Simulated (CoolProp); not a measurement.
Properties of R1336mzz(E) along the isobar 7.81 bar.

Values from CoolProp's reference Helmholtz-energy equation of state, Akasaka 2023.

| T (°C) | phase | density (kg/m³) | cp (kJ/(kg K)) | speed of sound (m/s) | expansivity (1/kK) |
|---|---|---|---|---|---|
| 69.55 | liquid | 1167 | … | 358.6 | 3.837 |
| 74.35 | gas | 55.78 | 0.9972 | 111.5 | 6.327 |
| 79.15 | gas | 54.16 | 0.9884 | 113.9 | 5.911 |
| 83.95 | gas | 52.69 | 0.9815 | … | 5.559 |
| 88.75 | gas | 51.34 | 0.9761 | 118.3 | 5.255 |
| 93.55 | gas | 50.10 | 0.9717 | 120.4 | 4.990 |
| 98.35 | gas | 48.94 | 0.9683 | … | 4.758 |
| 103.15 | gas | 47.86 | 0.9656 | 124.2 | 4.551 |
| 108.05 | gas | 46.83 | 0.9635 | 126.0 | 4.362 |
| 112.85 | gas | 45.87 | 0.9620 | 127.7 | 4.196 |
| 117.65 | gas | 44.98 | 0.9609 | 129.3 | 4.045 |
| 122.45 | gas | 44.13 | 0.9603 | 130.9 | 3.907 |
| 127.25 | gas | 43.32 | 0.9599 | 132.4 | 3.781 |
| 132.05 | gas | 42.55 | 0.9598 | 133.9 | 3.665 |
| 136.85 | gas | 41.82 | 0.9600 | 135.4 | 3.558 |

Fill in the missing entries.


- 69.55, cp (kJ/(kg K)): 1.343
- 83.95, speed of sound (m/s): 116.2
- 98.35, speed of sound (m/s): 122.3
